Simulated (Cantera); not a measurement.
An adiabatic, constant-volume homogeneous reactor starts with CH₄ : CO : O₂ : N₂ : H₂O = 1 : 0.44 : 3.17 : 11.9 : 4.2 (molar parts), equivalence ratio 0.70, at 1398 K and 1000000 Pa.

Detailed kinetics in Cantera: GRI-Mech 3.0 (53 species, 325 reactions).

One state of this run: T (K) = 2584; P (bar) = 18.4; x CH₄ = <1e-12; x CO = 0.00427; x O₂ = 0.0416; x O = 0.00103; x NO₂ = 1.57e-5; x N₂O = 2.05e-6. x: mole fraction; the columns are a selection and need not sum to one.

**Question.** Which value of t (s) does it belong to?
A. 0.271
B. 9.60e-5
C. 0.000470
D. 4.00e-6

**Answer.** A, 0.271
